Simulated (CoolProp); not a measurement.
A single-stage vapour-compression cycle with R404A: evaporating at 239.15 K (dew point), condensing at 276.15 K (bubble point), superheat 8 K, subcooling 5 K, compressor efficiency 0.75, no pressure losses. Each further row changes one setting.

Computed with CoolProp (reference Helmholtz-energy equation of state, Lemmon 2003). It is a pseudo-pure fit of the blend.

```json
[
 {"case": "as stated", "cooling COP": "4.13", "pressure ratio": "3.92", "discharge temperature (K)": "300.8", "refrigerating effect (kJ/kg)": "156", "volumetric capacity (kJ/m³)": "1350"},
 {"case": "evaporating temperature 244.15 K", "cooling COP": "4.97", "pressure ratio": "3.18", "discharge temperature (K)": "298.0", "refrigerating effect (kJ/kg)": "160", "volumetric capacity (kJ/m³)": "1680"},
 {"case": "condensing temperature 271.15 K", "cooling COP": "4.89", "pressure ratio": "3.35", "discharge temperature (K)": "294.4", "refrigerating effect (kJ/kg)": "163", "volumetric capacity (kJ/m³)": "1410"},
 {"case": "subcooling 10 K", "cooling COP": "4.31", "pressure ratio": "3.92", "discharge temperature (K)": "300.8", "refrigerating effect (kJ/kg)": "163", "volumetric capacity (kJ/m³)": "1410"},
 {"case": "superheat 18 K", "cooling COP": "4.14", "pressure ratio": "3.92", "discharge temperature (K)": "311.3", "refrigerating effect (kJ/kg)": "165", "volumetric capacity (kJ/m³)": "1350"},
 {"case": "compressor efficiency 0.65", "cooling COP": "3.58", "pressure ratio": "3.92", "discharge temperature (K)": "306.7", "refrigerating effect (kJ/kg)": "156", "volumetric capacity (kJ/m³)": "1350"}
]
```
